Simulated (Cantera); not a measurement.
Charge: 1 mol toluene, 1.4 mol CO2, equilibrated at 1925 K and 0.975 Torr.

Method: chemical equilibrium by Gibbs-energy minimisation in Cantera with the NASA 1993 tables (ideal gas, pure condensed phases). Candidate condensed phases: C, C6H6, C7H8, C8H18, H2O; 110 gas species. Kinetics and transport are ignored.

Base state: H2 0.572, CO 0.408, H 0.0201, C2H2 (acetylene) 0.000262 (mole fractions); condensed: C(graphite).

Task: What changes in the equilibrium state with this change: toluene replaced by C2H6?

Result: 
```json
[
 {"species": "H2", "before": "0.572", "after": "0.503"},
 {"species": "CO", "before": "0.408", "after": "0.478"},
 {"species": "H", "before": "0.0201", "after": "0.0188"},
 {"species": "C2H2 (acetylene)", "before": "0.000262", "after": "0.000230"},
 {"species": "C(graphite), mol", "before": "5.60", "after": "0.597"}
]
```
